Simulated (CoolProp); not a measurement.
Aqueous calcium chloride as a coolant, at -12 °C, 1 atm.

Computed with CoolProp (Melinder's fits for secondary coolants).

```
mass %  freezing point (°C)  Prandtl number  density (kg/m³)  viscosity (mPa s)  cp (kJ/(kg K))
------  -------------------  --------------  ---------------  -----------------  --------------
18.1                    [?]            25.1             1168               4.29           3.102
19.9                  -18.1            26.4             1186               4.62           3.021
21.7                  -21.4             [?]             1205                [?]           2.947
23.5                  -25.2             [?]             1224                [?]           2.880
25.2                  -29.6            32.3              [?]               5.98           2.824
```

Q: Fill in the missing entries.

A: 
- 18.1, freezing point (°C): -15.2
- 21.7, Prandtl number: 28.0
- 21.7, viscosity (mPa s): 5.00
- 23.5, Prandtl number: 30.0
- 23.5, viscosity (mPa s): 5.46
- 25.2, density (kg/m³): 1243
